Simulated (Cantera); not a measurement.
**Reactions in the system Cr-H-O**

Standard-state values (1 bar) from the NASA 1993 polynomials, evaluated with Cantera. Values are per mole of reaction as written; species without (g) are pure solids or liquids, kept so even where they would boil at 1 bar.

6 H(g) + 2 Cr2O3 ⇌ 4 Cr + 3 H2O2(g)

```csv
T (K),ΔH° (kJ),ΔS° (J/K),ΔG° (kJ),log10 K
850,498.8,-158.7,633.7,-38.94
900,495.0,-163.0,641.7,-37.24
950,491.5,-166.8,650.0,-35.74
1000,488.2,-170.1,658.4,-34.39
1050,485.1,-173.2,667.0,-33.18
```
